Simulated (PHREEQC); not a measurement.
KOH is added in steps, without added water, to 1 kg of water holding 4.4 mmol/kgw NaH2PO4, 76 mmol/kgw H2SO4 and 3.7 mmol/kgw H3AsO4, at 20 °C. O2 is buffered at 0.21 atm. The system is closed to CO2. The run lets Mirabilite precipitate or redissolve, and no other solid.

Base run: PHREEQC, ion-association model, wateq4f.dat. Each further column changes one thing. The table gives pH.

| KOH added (mol) | base | H2SO4 from 0.076 to 0.0836 mol/kgw | H2SO4 from 0.076 to 0.0684 mol/kgw | NaH2PO4 from 0.0044 to 0.022 mol/kgw | no solid may form |
|---|---|---|---|---|---|
| 0 | 1.13 | 1.09 | 1.17 | 1.19 | 1.13 |
| 0.01188 | 1.17 | 1.13 | 1.22 | 1.24 | 1.17 |
| 0.03562 | 1.29 | 1.24 | 1.35 | 1.37 | 1.29 |
| 0.0475 | 1.35 | 1.29 | 1.42 | 1.43 | 1.35 |
| 0.07125 | 1.50 | 1.42 | 1.59 | 1.60 | 1.50 |
| 0.08313 | 1.59 | 1.50 | 1.70 | 1.69 | 1.59 |
| 0.1069 | 1.81 | 1.68 | 1.99 | 1.93 | 1.81 |
| 0.1187 | 1.96 | 1.80 | 2.21 | 2.08 | 1.96 |
| 0.1425 | 2.47 | 2.12 | 6.31 | 2.61 | 2.47 |
| 0.1544 | 3.51 | 2.38 | 11.34 | 3.64 | 3.51 |
| 0.1781 | 11.93 | 7.69 | 12.36 | 7.59 | 11.93 |
| 0.19 | 12.29 | 11.76 | 12.54 | 11.17 | 12.29 |

H3PO4, which wateq4f.dat lacks, is added to it with the constant of phreeqc.dat.
